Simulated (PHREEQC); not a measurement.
1 kg of water holding 55 mmol/kgw KCl and 9.6 mmol/kgw K2SO4 is evaporated at 40 °C; the solids stay in contact with the brine. CO2 from the air is kept out. Only these solids could form: Arcanite, Misenite, Sylvite.

Base run: PHREEQC, Pitzer model, pitzer.dat. Each further column changes one thing. The table gives water activity.

| H2O removed (mol) | base | temperature from 40 to 75 °C | temperature from 40 to 25 °C |
|---|---|---|---|
| 0 | 0.998 | 0.998 | 0.998 |
| 24.69 | 0.996 | 0.996 | 0.996 |
| 38.4 | 0.993 | 0.993 | 0.993 |
| 46.01 | 0.987 | 0.987 | 0.987 |
| 50.23 | 0.978 | 0.978 | 0.978 |
| 52.58 | 0.960 | 0.960 | 0.961 |
| 53.88 | 0.929 | 0.928 | 0.932 |
| 54.6 | 0.883 | 0.878 | 0.886 |
| 55.01 | 0.819 | 0.790 | 0.842 |
| 55.23 | 0.819 | 0.776 | 0.842 |

Away from 25 °C the constants follow the database's enthalpies or fits; those with neither stay at their 25 °C values.
